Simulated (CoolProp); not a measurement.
Values from CoolProp's reference Helmholtz-energy equation of state, Gao 2022.

Give the vapour pressure (MPa), liquid density (kg/m³), liquid cp (kJ/(kg K)), vapour Z of saturated n-perfluorobutane at 299.8, 325.7 K.


| T (K) | p (MPa) | liquid density (kg/m³) | liquid cp (kJ/(kg K)) | vapour Z |
|---|---|---|---|---|
| 299.8 | 0.282 | 1490 | 1.15 | 0.898 |
| 325.7 | 0.594 | 1380 | 1.21 | 0.823 |
